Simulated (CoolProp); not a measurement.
Values from CoolProp's reference Helmholtz-energy equation of state, Zhou 2016.

Task: For R245ca, give the phase and the density (kg/m³), cv (kJ/(kg K)), Joule-Thomson coefficient (K/MPa), isothermal compressibility (1/MPa) at 97.05 °C and 4.15 MPa; 110.35 °C and 4.15 MPa.

Result: 
- 97.05 °C and 4.15 MPa: liquid; density 1200, cv 1.09, Joule-Thomson coefficient -0.0191, isothermal compressibility 0.00497
- 110.35 °C and 4.15 MPa: liquid; density 1160, cv 1.11, Joule-Thomson coefficient 0.0753, isothermal compressibility 0.00652
